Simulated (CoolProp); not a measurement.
Aqueous ammonia as a coolant, 22 % by mass, freezing at -43.2 °C, 1 atm.

The numbers come from the Melinder's fits for secondary coolants in CoolProp.

| T (°C) | Prandtl number | cp (kJ/(kg K)) | conductivity (W/(m K)) | density (kg/m³) |
|---|---|---|---|---|
| -37 | 133 | 4.312 | 0.372 | 938.3 |
| -29.7 | 84.7 | 4.290 | 0.384 | 936.5 |
| -22.4 | 56.9 | 4.272 | 0.397 | 934.3 |
| -15 | 39.9 | (withheld) | 0.410 | 931.9 |
| -7.7 | 29.3 | 4.245 | 0.423 | 929.1 |
| -0.3 | 22.1 | 4.235 | 0.436 | 926.1 |
| 7 | (withheld) | 4.227 | 0.449 | 922.8 |
| 14.4 | 13.6 | 4.220 | 0.462 | 919.2 |
| 21.7 | (withheld) | 4.214 | 0.474 | 915.4 |
| 29 | 8.71 | 4.209 | 0.486 | 911.4 |

Problem. Complete the blanks.

Solution. 
- -15, cp (kJ/(kg K)): 4.257
- 7, Prandtl number: 17.2
- 21.7, Prandtl number: 10.9
